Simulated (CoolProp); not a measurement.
Vapour-liquid equilibrium of R152A (1) + isobutene (2) at 62.05 °C; x and y are mole fractions of (1).

Values from CoolProp's multi-fluid Helmholtz-energy mixture model, Outcalt 1996 and Lemmon 2005; pair parameters Bell 2016.

| x | bubble pressure, mixture model (kPa) | bubble pressure, Raoult's law (kPa) | y, mixture model | y, Raoult's law |
|---|---|---|---|---|
| 0.05 | 920.6 | 857.6 | 0.132 | 0.092 |
| 0.15 | 1087 | 933.1 | 0.307 | 0.253 |
| 0.25 | 1216 | 1009 | 0.423 | 0.390 |
| 0.35 | 1318 | 1084 | 0.510 | 0.508 |
| 0.45 | 1400 | 1159 | 0.583 | 0.611 |
| 0.55 | 1466 | 1235 | 0.650 | 0.701 |
| 0.65 | 1518 | 1310 | 0.715 | 0.781 |
| 0.75 | 1556 | 1386 | 0.783 | 0.852 |
| 0.85 | 1579 | 1461 | 0.859 | 0.916 |
| 0.95 | 1582 | 1537 | 0.948 | 0.973 |

The largest gap from Raoult's law is +21.6 % in bubble pressure, at x = 0.35. y crosses x between x = 0.85 and 0.95: the model has an azeotrope there.

Pair parameters are fitted to limited data, so mixtures are less certain than the pure fluids.
